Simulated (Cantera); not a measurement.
Feed: 1 mol Al, 19 mol H2O, 2.5 mol N2, at 648.15 K and 0.133 bar.

Equilibrium computed with Cantera from the NASA thermochemical tables; the gas is ideal and each condensed phase is pure. Candidate condensed phases: Al, AlN, Al2O3, H2O; 35 gas species. The numbers say what is thermodynamically allowed, not how fast it happens.

Q: What is the equilibrium state?

A: x(H2O): 0.814
x(N2): 0.116
x(H2): 0.0697
x(NH3): 1.61e-5
n(Al2O3(s)): 0.500 mol
gas amount: 21.50 mol
log10 activity of Al(s) (absent): -35.35
